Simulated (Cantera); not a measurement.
Cantera with NASA thermochemical tables; ideal gases at 1 bar, condensed phases pure. Values are per mole of reaction as written; species without (g) are pure solids or liquids, kept so even where they would boil at 1 bar. TaC: taken at fixed stoichiometry.

9 TaC + 3 CH4(g) = 2 C6H6(g) + 9 Ta

| T (K) | ΔH° (kJ) | ΔS° (J/K) | ΔG° (kJ) | log10 K |
|---|---|---|---|---|
| 600 | 1676.7 | -52.8 | 1708.4 | -148.72 |
| 800 | ? | ? | ? | ? |
| 1000 | 1673.4 | -57.2 | 1730.6 | -90.40 |
| 1200 | 1671.5 | -58.9 | 1742.2 | -75.83 |
| 1400 | ? | ? | ? | ? |
| 1600 | 1664.4 | -63.9 | 1766.7 | -57.68 |
| 1800 | 1658.8 | -67.2 | 1779.8 | -51.65 |
| 2000 | ? | ? | ? | ? |
| 2200 | 1643.7 | -74.8 | 1808.2 | -42.93 |
| 2400 | 1634.6 | -78.7 | 1823.5 | -39.69 |
| 2600 | ? | ? | ? | ? |

Question: What belongs in the gaps?

Answer: 
- 800, ΔH° (kJ): 1674.6
- 800, ΔS° (J/K): -55.8
- 800, ΔG° (kJ): 1719.3
- 800, log10 K: -112.26
- 1400, ΔH° (kJ): 1668.6
- 1400, ΔS° (J/K): -61.1
- 1400, ΔG° (kJ): 1754.2
- 1400, log10 K: -65.45
- 2000, ΔH° (kJ): 1651.9
- 2000, ΔS° (J/K): -70.9
- 2000, ΔG° (kJ): 1793.6
- 2000, log10 K: -46.84
- 2600, ΔH° (kJ): 1625.1
- 2600, ΔS° (J/K): -82.5
- 2600, ΔG° (kJ): 1839.6
- 2600, log10 K: -36.96
